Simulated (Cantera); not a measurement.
## Tantalum, niobium, vanadium and zirconium in process gases: Ta + CO₂ + H₂

A closed system holds: 1 mol Ta, 4.2 mol CO₂, 72 mol H₂, held at 160000 Pa.

Equilibrium computed with Cantera from the NASA thermochemical tables; the gas is ideal and each condensed phase is pure. Candidate condensed phases: C, C₆H₆, C₇H₈, C₈H₁₈, H₂O, Ta, TaC, Ta₂O₅; 113 gas species. Kinetics and transport are ignored.

```tsv
T (°C)	x H₂	x CO	x H₂O	x H	x CO₂	x CH₄	x OH	n Ta₂O₅(s)	n Ta₂O₅(l)
1127	0.923	0.0545	0.0218	3.69e-6	0.000592	8.09e-5	1.73e-9	0.500	0
1202	0.923	0.0546	0.0218	9.85e-6	0.000520	3.02e-5	6.10e-9	0.500	0
1277	0.923	0.0546	0.0219	2.39e-5	0.000463	1.24e-5	1.90e-8	0.500	0
1352	0.923	0.0547	0.0219	5.36e-5	0.000417	5.53e-6	5.35e-8	0.500	0
1427	0.923	0.0547	0.0219	0.000112	0.000381	2.65e-6	1.37e-7	0.500	0
1502	0.923	0.0548	0.0220	0.000220	0.000350	1.36e-6	3.26e-7	0.500	0
1577	0.923	0.0548	0.0220	0.000409	0.000325	7.35e-7	7.20e-7	0.500	0
1652	0.922	0.0548	0.0220	0.000726	0.000304	4.18e-7	1.50e-6	0.500	0
1727	0.922	0.0548	0.0220	0.00123	0.000285	2.48e-7	2.94e-6	0.500	0
1802	0.921	0.0548	0.0220	0.00202	0.000270	1.53e-7	5.51e-6	0	0.500
1877	0.920	0.0548	0.0220	0.00320	0.000256	9.81e-8	9.88e-6	0	0.500
1952	0.918	0.0547	0.0220	0.00491	0.000244	6.47e-8	1.70e-5	0	0.500
```
x: gas mole fraction; n: condensed amount in mol.

From 1127 °C to 1727 °C the condensed part is Ta₂O₅(s). From 1802 °C to 1952 °C the condensed part is Ta₂O₅(l).
